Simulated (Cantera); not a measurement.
Feed: 1 mol SiH4, 1.6 mol CO2, 36 mol N2, 13 mol NO, held at 1.40 mbar.

These are equilibrium values from Cantera (NASA tables, ideal gas, pure condensed phases), not measurements of a reactor. Candidate condensed phases: C, C6H6, C7H8, C8H18, H2O, Si, SiC, SiO2, Si2N2O, Si3N4; 151 gas species. The tables hold silica as quartz up to 1696 K and as liquid above; real silica turns to tridymite and cristobalite and melts near 1996 K. The numbers say what is thermodynamically allowed, not how fast it happens. All values below are at 1650 K.

Base state: N2 0.839, O2 0.0879, H2O 0.0391, CO2 0.0315, NO 0.00159, OH 0.000667, O 0.000205, CO 0.000107 (mole fractions); condensed: SiO2(β-quartz).

Task: What changes in the equilibrium state with this change: NO from 13 to 1.3 mol?

Result: 
```
species                before     after
-------------------  --------  --------
N2                      0.839     0.910
CO                   0.000107    0.0342
H2                    4.14e-5    0.0325
O2                     0.0879   2.66e-8
CO2                    0.0315   0.00554
H2O                    0.0391    0.0169
SiO                   6.61e-8  0.000120
O                    0.000205   1.13e-7
NO                    0.00159   9.13e-7
OH                   0.000667   1.03e-5
H                     1.56e-5  0.000438
SiO2(β-quartz), mol     1.000     0.995
```

Task: What changes in the equilibrium state with this change: SiH4 replaced by TEOS?

Result: 
```csv
species,before,after
N2,0.839,0.684
CO,0.000107,0.109
H2O,0.0391,0.0925
O2,0.0879,1.82e-7
H2,4.14e-5,0.0681
CO2,0.0315,0.0459
SiO,6.61e-8,4.60e-5
NO,0.00159,2.07e-6
O,0.000205,2.95e-7
H,1.56e-5,0.000634
"SiO2(β-quartz), mol",1.000,0.997
```
The feed counts by its element totals alone.
